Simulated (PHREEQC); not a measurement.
Make-up at 72 °C: 0.0019 mol Ca(OH)2 and 0.0014 mol Na2SeO3 per kg of water. Closed to the air; pH follows from the charge balance.

Model: ion-association model, wateq4f.dat, run in PHREEQC.

| quantity | before | after |
|---|---|---|
| pH | 10.30 | 9.10 |
| ionic strength (mol/kgw) | 0.00988 | 0.00397 |
| HSeO3- (mol/kgw) | 1.56e-5 | 0.000232 |

Problem. Name the change that produced these shifts.
(A) Na2SeO3 from 0.0014 to 0.0028 mol/kgw
(B) diluted 5-fold with water
(C) 0.0015 mol/kgw NH3 added
(D) Ca(OH)2 left out
(E) temperature from 72 to 80 °C

Solution. D, Ca(OH)2 left out

No solid was allowed to form. At this temperature some constants are extrapolated from 25 °C, and those without enthalpy data are left unchanged.
